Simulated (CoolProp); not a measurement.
Vapour-liquid equilibrium of CH2F2 (R32) (1) + R227EA (2) at 169.7 K; x and y are mole fractions of (1).

The numbers come from the multi-fluid Helmholtz-energy mixture model, Tillner-Roth 1997 and Lemmon 2016; pair parameters Bell 2016 in CoolProp.

```tsv
x	bubble pressure (kPa)	y at the bubble point	dew pressure at overall composition x (kPa)	liquid density (mol/L)
0.05	0.4505	0.590	0.2041	11.02
0.125	0.8320	0.795	0.2209	11.59
0.2	1.183	0.867	0.2407	12.22
0.275	1.484	0.902	0.2644	12.91
0.35	1.728	0.923	0.2932	13.66
0.425	1.920	0.935	0.3291	14.49
0.5	2.068	0.944	0.3750	15.42
0.575	2.183	0.951	0.4358	16.46
0.65	2.279	0.956	0.5202	17.64
0.725	2.366	0.962	0.6450	18.97
0.8	2.456	0.968	0.8487	20.49
0.875	2.558	0.976	1.238	22.25
0.95	2.679	0.988	2.173	24.32
```

No azeotrope shows between x = 0.05 and 0.95.

The pair parameters rest on a limited set of measurements; away from them the model extrapolates. With so large a gap from Raoult's law the liquid may split in two, which this calculation doesn't test in full.
